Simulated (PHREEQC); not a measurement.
Consider water at 25 °C with 0.046 mol NH4HS per kg of water. Closed to the air; pH follows from the charge balance.

Model: ion-association model, phreeqc.dat, run in PHREEQC.

| quantity | before | after |
|---|---|---|
| pH | 8.10 | 5.46 |
| ionic strength (mol/kgw) | 0.0435 | 0.114 |
| NH4+ (mol/kgw) | 0.0435 | 0.0801 |
| NH3 (mol/kgw) | 0.00248 | 9.46e-6 |

Task: What was changed between the two runs?
A. NH4HS replaced by (NH4)2SO4 at the same molality
B. NH4HS replaced by (NH4)2HPO4 at the same molality
C. NH4HS from 0.046 to 0.0092 mol/kgw
D. NH4HS from 0.046 to 0.069 mol/kgw
E. temperature from 25 to 65 °C

Result: A, NH4HS replaced by (NH4)2SO4 at the same molality

This is a speciation only: nothing precipitates in the calculation.
